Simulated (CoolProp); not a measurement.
A Linde-Hampson liquefier for normal hydrogen: isothermal reversible compression at 230 K from 1 atm to 15 MPa, throttling to 1 atm, return gas leaving the recuperator 10 K below the feed. Each further row changes one setting.

Values from CoolProp's reference Helmholtz-energy equation of state, Leachman 2009.

```tsv
case	compression work (kJ/kg of gas)
as stated	4840
high pressure 30 MPa	5600
warm-end temperature 260 K	5460
warm-end gap 15 K	4840
```
